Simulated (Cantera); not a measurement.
Input (Python, Cantera):

```python
import numpy as np
import cantera as ct

gas = ct.Solution("gri30.yaml")
gas.TPX = 1900, 100000, {'CH4': 1, 'H2': 1.3, 'N2': 0.051}
reactor = ct.IdealGasConstPressureReactor(gas, energy="off", clone=False)
net = ct.ReactorNet([reactor])
net.rtol, net.atol = 1e-08, 1e-18
show = ['CH4', 'H2', 'CH2', 'C2H4', 'C2H2', 'CH3']
times = np.geomspace(0.0007, 1, 12)

steps = ct.SolutionArray(gas, extra=["t"])
rows = []
print(f"{'t/s':>10s}{'T/K':>9s}{'P/Pa':>11s}" + "".join(f"{s:>11s}" for s in show))
for t in times:
    while net.time < t:
        t_next = net.step()
        steps.append(gas.state, t=t_next)
    rows.append([np.interp(t, steps.t, y) for y in (steps.T, steps.P, *steps(*show).X.T)])
    print(f"{t:10.3e}{rows[-1][0]:9.1f}{rows[-1][1]:11.4g}" + "".join(f"{x:11.3e}" for x in rows[-1][2:]))
rate = np.gradient(steps.T, steps.t)
print("integrator steps:", len(steps.t))
if steps.T.max() > steps.T[0] + 200:
    print(f"time of steepest temperature rise: {steps.t[rate.argmax()]:.4e} s")
gas.TPX = 1900, 100000, {'CH4': 1, 'H2': 1.3, 'N2': 0.051}
gas.equilibrate("TP")
print(f"equilibrium (TP): T = {gas.T:.1f} K  " + "  ".join(f"{s} {gas[s].X[0]:.3e}" for s in show))
```

It prints:

```
       t/s      T/K       P/Pa        CH4         H2        CH2       C2H4       C2H2        CH3
 7.000e-04   1900.0      1e+05  2.104e-01  6.924e-01  2.204e-06  4.980e-03  6.947e-02  3.229e-03
 1.355e-03   1900.0      1e+05  1.432e-01  7.380e-01  1.661e-06  2.866e-03  9.538e-02  2.258e-03
 2.623e-03   1900.0      1e+05  8.865e-02  7.749e-01  1.163e-06  1.860e-03  1.158e-01  1.441e-03
 5.076e-03   1900.0      1e+05  5.088e-02  8.004e-01  7.547e-07  1.510e-03  1.296e-01  8.510e-04
 9.825e-03   1900.0      1e+05  2.807e-02  8.158e-01  4.600e-07  1.433e-03  1.379e-01  4.797e-04
 1.902e-02   1900.0      1e+05  1.582e-02  8.240e-01  2.778e-07  1.434e-03  1.423e-01  2.741e-04
 3.681e-02   1900.0      1e+05  1.020e-02  8.278e-01  1.867e-07  1.445e-03  1.443e-01  1.781e-04
 7.125e-02   1900.0      1e+05  8.437e-03  8.290e-01  1.570e-07  1.449e-03  1.449e-01  1.477e-04
 1.379e-01   1900.0      1e+05  8.222e-03  8.291e-01  1.533e-07  1.450e-03  1.450e-01  1.440e-04
 2.669e-01   1900.0      1e+05  8.218e-03  8.291e-01  1.533e-07  1.450e-03  1.450e-01  1.439e-04
 5.166e-01   1900.0      1e+05  8.218e-03  8.291e-01  1.533e-07  1.450e-03  1.450e-01  1.439e-04
 1.000e+00   1900.0      1e+05  8.218e-03  8.291e-01  1.533e-07  1.450e-03  1.450e-01  1.439e-04
integrator steps: 1159
equilibrium (TP): T = 1900.0 K  CH4 7.957e-03  H2 8.293e-01  CH2 1.484e-07  C2H4 1.359e-03  C2H2 1.358e-01  CH3 1.393e-04
```

Cantera simulation using GRI-Mech 3.0 (53 species, 325 reactions); the numbers are that mechanism's predictions, not measurements. GRI-Mech 3.0 stops at C3 and has no aromatics, soot or wall deposition, so with more carbon than oxygen in the feed, carbon stays in small species such as C2H2 where larger ones or solid carbon would form.
